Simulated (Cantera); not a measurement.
Mixture: 6.29 % CH4, 0.189 % CO, 18.1 % O2, 67.9 % N2, 7.54 % H2O, at 100000 Pa, adiabatic and at constant volume. Ignition delay is the time to a rise of 400 K.

Model: GRI-Mech 3.0 (53 species, 325 reactions), integrated in Cantera.

Predict: delay at 1198 K; delay at 1348 K; delay at 1498 K; delay at 1648 K; apparent activation energy between 1573 and 1723 K.


| Item | Result |
|---|---|
| delay at 1198 K | 44.8 ms |
| delay at 1348 K | 6.24 ms |
| delay at 1498 K | 1.16 ms |
| delay at 1648 K | 0.300 ms |
| apparent activation energy between 1573 and 1723 K | 180 kJ/mol |
